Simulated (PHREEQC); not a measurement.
Consider water at 25 °C with 0.0049 mol/kgw CdSO4, 0.031 mol/kgw KCl and 0.00052 mol/kgw HCl. Closed to the air; pH follows from the charge balance.

The numbers come from PHREEQC with the ion-association model, phreeqc.dat.

```csv
quantity,before,after
pH,3.42,4.33
ionic strength (mol/kgw),0.0429,0.00482
Cl- (mol/kgw),0.0288,0.00307
```

Task: Which change was made?
A) CdSO4 left out
B) diluted 10-fold with water
C) HCl from 0.00052 to 0.0026 mol/kgw
D) diluted 100-fold with water
E) CdSO4 from 0.0049 to 0.0098 mol/kgw

Result: B, diluted 10-fold with water

This is a speciation only: nothing precipitates in the calculation.
